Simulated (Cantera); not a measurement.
**Carbothermic reduction: MgO + CO + H2**

Feed: 1 mol MgO, 3.1 mol CO, 0.47 mol H2, at 2.70 bar.

Cantera equilibrium calculation (NASA polynomials, part measured and part estimated; ideal gas, pure solids and liquids). Candidate condensed phases: C, C6H6, C7H8, C8H18, H2O, Mg, MgCO3, MgO, Mg(OH)2; 116 gas species. The numbers say what is thermodynamically allowed, not how fast it happens.

```csv
T (K),x CO,x H2,x CO2,x H2O,x CH4,n C(graphite),n MgO(s)
1298,0.856,0.130,0.0105,0.00279,0.000363,0.0455,1.00
1348,0.862,0.130,0.00597,0.00177,0.000268,0.0265,1.00
1398,0.864,0.131,0.00353,0.00116,0.000202,0.0159,1.00
1448,0.866,0.131,0.00216,0.000776,0.000155,0.00991,1.00
1498,0.867,0.131,0.00137,0.000535,0.000120,0.00635,1.00
1548,0.867,0.131,0.000895,0.000378,9.54e-5,0.00418,1.000
1598,0.868,0.131,0.000600,0.000272,7.67e-5,0.00281,1.000
1648,0.868,0.131,0.000413,0.000200,6.24e-5,0.00189,1.000
```
x: gas mole fraction; n: condensed amount in mol.

From 1298 K to 1648 K the condensed part is C(graphite) + MgO(s).
